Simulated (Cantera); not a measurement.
Feed: 1 mol Al, 1 mol HCl, 8.8 mol H₂, 0.51 mol H₂O, held at 1648 K and 75.0 Torr.

These are equilibrium values from Cantera (NASA tables, ideal gas, pure condensed phases), not measurements of a reactor. The tables' values for AlCl₂ are old estimates; treat these amounts as uncertain. Equilibrium is a limit: real reactors are often held back by kinetics, nucleation or transport.

| species | before | after |
|---|---|---|
| H₂ | 0.920 | 0.964 |
| AlCl₃ | 0.00413 | 0.0304 |
| AlCl | 0.0516 | 0.00506 |
| HCl | 0.0172 | 2.96e-5 |
| H | 0.000270 | 3.36e-9 |
| Al₂Cl₆ | <1e-9 | 1.35e-5 |
| AlCl₂ | 0.00674 | 0.000939 |
| Al₂O₃(s), mol | 0.170 | 0.170 |
| Al(l), mol | 0 | 0.289 |
Gas species are given as mole fractions.

### Question
Which change was made?
A. temperature from 1648 K to 1425 K
B. temperature from 1648 K to 900 K
C. pressure from 75.0 Torr to 0.300 Torr
D. temperature from 1648 K to 973 K

### Answer
D, temperature from 1648 K to 973 K. Condensed phases not in the tables: AlOCl
